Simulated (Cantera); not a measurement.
Feed: 1 mol C2F6, 0.19 mol HCl, 0.46 mol H2, held at 2273.15 K and 0.480 bar.

Equilibrium computed with Cantera from the NASA thermochemical tables; the gas is ideal and each condensed phase is pure. Candidate condensed phases: C, C6H6, C7H8, C8H18; 118 gas species. The feed counts by its element totals alone. The tables' values for C2F4 are old estimates; treat these amounts as uncertain. Gases not in the tables: C2F6 and larger saturated fluorocarbons. Rates play no part.

Base state: HF 0.416, CF4 0.413, CF2 0.0750, Cl 0.0662, F 0.0155, CF3 0.00908, HCl 0.00268, CClF3 0.00132 (mole fractions); condensed: C(graphite).

Q: What changes in the equilibrium state with this change: HCl from 0.19 to 0.38 mol?

A: 
```csv
species,before,after
HF,0.416,0.432
CF4,0.413,0.350
Cl,0.0662,0.116
CF2,0.0750,0.0691
F,0.0155,0.0149
Cl2,0.000613,0.00189
HCl,0.00268,0.00509
"C(graphite), mol",0.679,0.722
```

Q: What changes in the equilibrium state with this change: pressure from 0.480 bar to 0.000650 bar?

A: 
| species | before | after |
|---|---|---|
| F | 0.0155 | 0.595 |
| HF | 0.416 | 0.208 |
| CF2 | 0.0750 | 0.149 |
| CF4 | 0.413 | 0.00221 |
| Cl | 0.0662 | 0.0355 |
| CClF3 | 0.00132 | 9.90e-8 |
| Cl2 | 0.000613 | 2.39e-7 |
| CHF3 | 2.73e-5 | 3.67e-8 |
| C3 | 2.11e-8 | 1.56e-5 |
| C(graphite), mol | 0.679 | 1.14 |

Q: What changes in the equilibrium state with this change: pressure from 0.480 bar to 0.00110 bar?

A: 
```csv
species,before,after
F,0.0155,0.528
HF,0.416,0.219
CF2,0.0750,0.199
CF4,0.413,0.00664
Cl,0.0662,0.0375
CClF3,0.00132,3.53e-7
Cl2,0.000613,4.50e-7
CHF3,2.73e-5,8.73e-8
HCl,0.00268,2.35e-5
C2F4,1.82e-5,2.92e-7
"C(graphite), mol",0.679,0.910
```
